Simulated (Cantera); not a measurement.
Cantera run, input and output.

```python
import numpy as np
import cantera as ct

gas = ct.Solution("gri30.yaml")
gas.TPX = 1050, 101325, {'CH3OH': 1, 'O2': 1.15, 'N2': 8.31, 'H2O': 0.25}
reactor = ct.IdealGasReactor(gas, energy="on", clone=False)
net = ct.ReactorNet([reactor])
net.rtol, net.atol = 1e-08, 1e-16
show = ['CH3OH', 'O2', 'H2O', 'CH2', 'N2O']
times = np.geomspace(1e-06, 10, 12)

steps = ct.SolutionArray(gas, extra=["t"])
rows = []
print(f"{'t/s':>10s}{'T/K':>9s}{'P/Pa':>11s}" + "".join(f"{s:>11s}" for s in show))
for t in times:
    while net.time < t:
        t_next = net.step()
        steps.append(gas.state, t=t_next)
    rows.append([np.interp(t, steps.t, y) for y in (steps.T, steps.P, *steps(*show).X.T)])
    print(f"{t:10.3e}{rows[-1][0]:9.1f}{rows[-1][1]:11.4g}" + "".join(f"{x:11.3e}" for x in rows[-1][2:]))
rate = np.gradient(steps.T, steps.t)
print("integrator steps:", len(steps.t))
if steps.T.max() > steps.T[0] + 200:
    print(f"time of steepest temperature rise: {steps.t[rate.argmax()]:.4e} s")
gas.TPX = 1050, 101325, {'CH3OH': 1, 'O2': 1.15, 'N2': 8.31, 'H2O': 0.25}
gas.equilibrate("UV")
print(f"equilibrium (UV): T = {gas.T:.1f} K  " + "  ".join(f"{s} {gas[s].X[0]:.3e}" for s in show))
```

Output:

```
       t/s      T/K       P/Pa      CH3OH         O2        H2O        CH2        N2O
 1.000e-06   1050.0  1.013e+05  9.337e-02  1.074e-01  2.334e-02  1.022e-12  1.088e-19
 4.329e-06   1050.0  1.013e+05  9.337e-02  1.074e-01  2.334e-02  1.022e-12  7.269e-19
 1.874e-05   1050.0  1.013e+05  9.337e-02  1.074e-01  2.334e-02  1.022e-12  6.391e-18
 8.111e-05   1050.0  1.013e+05  9.337e-02  1.074e-01  2.334e-02  1.022e-12  9.182e-17
 3.511e-04   1050.0  1.013e+05  9.337e-02  1.074e-01  2.334e-02  1.022e-12  1.782e-15
 1.520e-03   1050.0  1.013e+05  9.337e-02  1.074e-01  2.334e-02  1.022e-12  3.535e-14
 6.579e-03   1050.0  1.013e+05  9.337e-02  1.074e-01  2.334e-02  1.022e-12  6.706e-13
 2.848e-02   1050.0  1.013e+05  9.337e-02  1.074e-01  2.334e-02  1.022e-12  1.213e-11
 1.233e-01   1050.5  1.014e+05  9.314e-02  1.073e-01  2.348e-02  1.039e-12  2.971e-10
 5.337e-01   2405.4  2.512e+05  2.537e-15  2.900e-04  1.690e-01  1.185e-14  5.769e-08
 2.310e+00   2405.4  2.512e+05  2.537e-15  2.900e-04  1.690e-01  1.185e-14  5.769e-08
 1.000e+01   2405.4  2.512e+05  2.537e-15  2.900e-04  1.690e-01  1.185e-14  5.769e-08
integrator steps: 2496
time of steepest temperature rise: 1.6735e-01 s
equilibrium (UV): T = 2405.4 K  CH3OH 2.605e-15  O2 2.900e-04  H2O 1.690e-01  CH2 1.300e-14  N2O 5.769e-08
```

Cantera simulation using GRI-Mech 3.0 (53 species, 325 reactions); the numbers are that mechanism's predictions, not measurements. GRI-Mech 3.0 was tuned for natural gas; its chemistry of methanol as a main component is partial and can be far from experiment.
